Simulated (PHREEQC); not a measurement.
Synthetic water in mmol/kgw, 74 °C, pH 6.46, pe 8.8:

```json
[
 {"constituent": "Na", "mmol/kgw": "0.476"},
 {"constituent": "K", "mmol/kgw": "1.3e-05"},
 {"constituent": "Ca", "mmol/kgw": "2.74"},
 {"constituent": "Mg", "mmol/kgw": "0.937"},
 {"constituent": "Cl", "mmol/kgw": "5.07"},
 {"constituent": "S(6)", "mmol/kgw": "0.0867"},
 {"constituent": "Alkalinity (meq/kgw)", "mmol/kgw": "3"},
 {"constituent": "Ba", "mmol/kgw": "0.01"},
 {"constituent": "N(5)", "mmol/kgw": "0.0654"},
 {"constituent": "B", "mmol/kgw": "0.0245"},
 {"constituent": "Cd", "mmol/kgw": "0.004"},
 {"constituent": "Cu(2)", "mmol/kgw": "0.0498"}
]
```

Cl is adjusted to close the charge balance.
Valence states are taken as typed.

All values are PHREEQC results (ion-association model, wateq4f.dat), not measurements.

* **ionic strength**: 0.0113 mol/kgw

```csv
species,molality,activity,log γ
Cl-,0.00472,0.00417,-0.053
HCO3-,0.00281,0.00250,-0.050
Ca+2,0.00263,0.00166,-0.201
CO2,0.00180,0.00181,0.001
Mg+2,0.000894,0.000567,-0.198
Na+,0.000475,0.000422,-0.052
```

Precipitation was switched off in this run. Examples of supersaturated solids here: Malachite, Atacamite. Others may be too. At this temperature some constants are extrapolated from 25 °C, and those without enthalpy data are left unchanged.
